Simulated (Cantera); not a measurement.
A closed system holds: 1 mol MgO, 4.8 mol F2, 0.078 mol O2.

Equilibrium computed with Cantera from the NASA thermochemical tables; the gas is ideal and each condensed phase is pure. Candidate condensed phases: Mg, MgF2, MgO; 14 gas species. Rates play no part.

Stable condensed phases, one row left out:

```
T in °C \ P in Pa
              1    3.6     13     46    170    600   2200   7700  28000 100000
   1602       A      A      A      A      A      A      A      B      B      B
   1452       A      A      A      A      A      A      B      B      B      B
   1152       A      A      B      B      B      B      B      B      B      B
   1002       B      B      B      B      B      B      B      B      B      B
    852       B      B      B      B      B      B      B      B      B      B
    702       B      B      B      B      B      B      B      B      B      B
    552       B      B      B      B      B      B      B      B      B      B
    402       B      B      B      B      B      B      B      B      B      B
```

A: gas only; B: MgF2.

**Question.** Give the row for 1302 °C.

**Answer.** 1: gas only; 3.6: gas only; 13: gas only; 46: gas only; 170: gas only; 600: MgF2; 2200: MgF2; 7700: MgF2; 28000: MgF2; 100000: MgF2.
